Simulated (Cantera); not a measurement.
Source: NASA polynomial tables (part measured, part estimated), evaluated in Cantera. Values are per mole of reaction as written; species without (g) are pure solids or liquids, kept so even where they would boil at 1 bar.

0.5 Ti + Cl2(g) ⇌ 0.5 TiCl4(g)

```tsv
T (K)	ΔH° (kJ)	ΔS° (J/K)	ΔG° (kJ)	log10 K
300	[?]	[?]	[?]	[?]
500	-381.3	-60.2	-351.2	36.69
525	[?]	[?]	[?]	[?]
550	-381.2	-60.0	-348.2	33.07
575	[?]	[?]	[?]	[?]
600	-381.1	-59.9	-345.2	30.05
625	-381.1	-59.8	-343.7	28.72
650	-381.0	-59.8	-342.2	27.50
```

Fill in the missing entries.


- 300, ΔH° (kJ): -381.6
- 300, ΔS° (J/K): -61.0
- 300, ΔG° (kJ): -363.3
- 300, log10 K: 63.25
- 525, ΔH° (kJ): -381.2
- 525, ΔS° (J/K): -60.1
- 525, ΔG° (kJ): -349.7
- 525, log10 K: 34.79
- 575, ΔH° (kJ): -381.1
- 575, ΔS° (J/K): -60.0
- 575, ΔG° (kJ): -346.7
- 575, log10 K: 31.49
